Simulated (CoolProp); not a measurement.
Vapour pressure (MPa) of R134a: the reference equation beside estimates from Tc = 101.1 °C, pc = 4.059 MPa, ω = 0.327.

Computed with CoolProp (reference Helmholtz-energy equation of state, Tillner-Roth 1994).

```csv
T (°C),reference,Lee-Kesler,Soave-Redlich-Kwong,Peng-Robinson
4.25,0.3406,0.3423,0.3422,0.3394
10.95,0.4279,0.4304,0.4309,0.4265
17.75,0.5330,0.5364,0.5377,0.5315
24.45,0.6545,0.6588,0.6615,0.6532
31.15,0.7960,0.8008,0.8057,0.7951
37.95,0.9618,0.9671,0.9750,0.9618
44.65,1.149,1.155,1.166,1.151
51.35,1.363,1.368,1.385,1.366
58.15,1.609,1.614,1.635,1.615
64.85,1.883,1.888,1.914,1.892
71.55,2.191,2.195,2.226,2.204
```

Absolute difference from the reference over all 11 rows, mean and median: Lee-Kesler 0.5 and 0.5 %, Soave-Redlich-Kwong 1.2 and 1.4 %, Peng-Robinson 0.3 and 0.3 %.
